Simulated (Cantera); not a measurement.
What does this Cantera script print?

```python
import numpy as np
import cantera as ct

gas = ct.Solution("h2o2.yaml")


def delay(T, t_max=10):
    gas.TPX = T, 31000, {'H2': 1, 'O2': 0.806, 'N2': 4.84}
    reactor = ct.IdealGasConstPressureReactor(gas, clone=False)
    net = ct.ReactorNet([reactor])
    net.rtol, net.atol = 1e-8, 1e-16
    while net.time < t_max:
        t_old, T_old = net.time, reactor.T
        net.step()
        if reactor.T > T + 400:  # ignition: a rise of 400 K
            return t_old + (T + 400 - T_old) / (reactor.T - T_old) * (net.time - t_old)
    return np.nan


taus = []
for T in [1175, 1225, 1275, 1325, 1375, 1425, 1475, 1525, 1575, 1625]:
    taus.append(delay(T))
    print(f"T0 = {T:6g} K   tau = {taus[-1]:.4e} s")
```

It prints:

```
T0 =   1175 K   tau = 3.2615e-04 s
T0 =   1225 K   tau = 2.9207e-04 s
T0 =   1275 K   tau = 2.7383e-04 s
T0 =   1325 K   tau = 2.6667e-04 s
T0 =   1375 K   tau = 2.6764e-04 s
T0 =   1425 K   tau = 2.7494e-04 s
T0 =   1475 K   tau = 2.8736e-04 s
T0 =   1525 K   tau = 3.0412e-04 s
T0 =   1575 K   tau = 3.2472e-04 s
T0 =   1625 K   tau = 3.4880e-04 s
```

Cantera simulation using the H2/O2 subset of GRI-Mech 3.0, which has no nitrogen chemistry; the numbers are that mechanism's predictions, not measurements. Where the delays flatten at high temperature, the 400 K rule measures the pace of heat release, not the induction time.
